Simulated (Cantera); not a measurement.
A freely propagating, adiabatic, planar premixed flame of CO : H2 : O2 : N2 = 1 : 0.33 : 0.512 : 1.92 (molar parts), equivalence ratio 1.3, unburnt at 575 K and 143 Torr; mixture-averaged transport, grid criteria slope 0.08 and curve 0.16, no radiation.

Computed with Cantera and GRI-Mech 3.0 (53 species, 325 reactions). Burning velocities carry a grid error of a few per cent, more on coarse grids.

x: mole fraction of selected species; z is measured from the peak of heat release.

```csv
z (mm),T (K),u (m/s),x CO,x H2,x O2,x N2O,x NO,x OH
-17.1,575,3.12,0.266,0.0877,0.136,<1e-8,<1e-8,<1e-8
-11.4,575,3.12,0.266,0.0877,0.136,<1e-8,<1e-8,<1e-8
-8.57,575,3.12,0.266,0.0877,0.136,<1e-8,<1e-8,<1e-8
-5.71,575,3.12,0.266,0.0877,0.136,<1e-8,<1e-8,<1e-8
-2.86,577,3.13,0.266,0.0873,0.136,<1e-8,<1e-8,2.58e-6
-1.43,678,3.66,0.263,0.0795,0.133,<1e-8,<1e-8,0.000196
0,1087,5.78,0.234,0.0333,0.0977,<1e-8,5.68e-7,0.00181
1.43,1401,7.30,0.171,0.0117,0.0489,1.54e-8,5.38e-6,0.00453
2.86,1542,7.92,0.142,0.0133,0.0359,1.44e-8,1.22e-5,0.00616
5.71,1678,8.52,0.135,0.0144,0.0314,1.44e-8,2.35e-5,0.00779
11.4,1821,9.15,0.137,0.0141,0.0296,(withheld),3.91e-5,0.00924
22.8,1973,9.79,0.136,0.0132,0.0267,(withheld),6.18e-5,0.0102
45.7,2121,10.4,0.131,0.0118,0.0226,(withheld),0.000111,0.0104
```

Problem. Complete the blanks.

Solution. 
- 11.4, x N2O: 1.59e-8
- 22.8, x N2O: 1.78e-8
- 45.7, x N2O: 2.12e-8
